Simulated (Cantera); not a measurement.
Mixture: CH4 : O2 : N2 : H2 = 1 : 2.17 : 8.17 : 0.092 (molar parts), at 14.0 bar, adiabatic and at constant pressure. Ignition delay is the time to a rise of 400 K.

Computed with Cantera and GRI-Mech 3.0 (53 species, 325 reactions). The pressure lies above the range GRI-Mech 3.0 was tuned for (to about 10 atm).

Problem. Predict: delay at 1025 K; delay at 1225 K; delay at 1425 K; delay at 1625 K; delay at 1825 K; apparent activation energy between 1725 and 1925 K.

Solution. 
```json
{
 "delay at 1025 K": "10.1 ms",
 "delay at 1225 K": "0.905 ms",
 "delay at 1425 K": "0.164 ms",
 "delay at 1625 K": "33.8 µs",
 "delay at 1825 K": "8.67 µs",
 "apparent activation energy between 1725 and 1925 K": "170 kJ/mol"
}
```
